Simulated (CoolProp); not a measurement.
Vapour-liquid equilibrium of toluene (1) + p-xylene (2) at 454.5 K; x and y are mole fractions of (1).

Values from CoolProp's multi-fluid Helmholtz-energy mixture model, Lemmon 2006 and Zhou 2012; pair parameters Bell 2016.

| x | bubble pressure (kPa) | y at the bubble point | dew pressure at overall composition x (kPa) | liquid density (mol/L) |
|---|---|---|---|---|
| 0.05 | 294.7 | 0.085 | 289.6 | 6.711 |
| 0.2 | 331.5 | 0.306 | 312.8 | 6.840 |
| 0.35 | 368.7 | 0.486 | 339.9 | 6.971 |
| 0.5 | 406.2 | 0.636 | 371.9 | 7.107 |
| 0.65 | 443.7 | 0.763 | 410.1 | 7.248 |
| 0.8 | 481.0 | 0.872 | 455.8 | 7.394 |
| 0.95 | 518.4 | 0.970 | 510.5 | 7.547 |

No azeotrope shows between x = 0.05 and 0.95.

The pair parameters rest on a limited set of measurements; away from them the model extrapolates.
